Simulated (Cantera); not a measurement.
Feed: 1 mol HF, 0.28 mol H₂O, 0.086 mol O₂, held at 1977 °C and 2.20 bar.

These are equilibrium values from Cantera (NASA tables, ideal gas, pure condensed phases), not measurements of a reactor. Candidate condensed phases: H₂O; 22 gas species. Kinetics and transport are ignored.

Base state: HF 0.730, H₂O 0.201, O₂ 0.0616, OH 0.00520, H₂ 0.000846, O 0.000618, H 0.000146, F 0.000128 (mole fractions); condensed: gas only.

### Question
What changes in the equilibrium state with this change: pressure from 2.20 bar to 78.0 bar?

### Answer
| species | before | after |
|---|---|---|
| HF | 0.730 | 0.731 |
| H₂O | 0.201 | 0.204 |
| O₂ | 0.0616 | 0.0624 |
| OH | 0.00520 | 0.00215 |
| H₂F₂ | 7.89e-6 | 0.000280 |
| H | 0.000146 | 1.01e-5 |
| O | 0.000618 | 0.000104 |
The ideal-gas law is rough above about 30 bar.
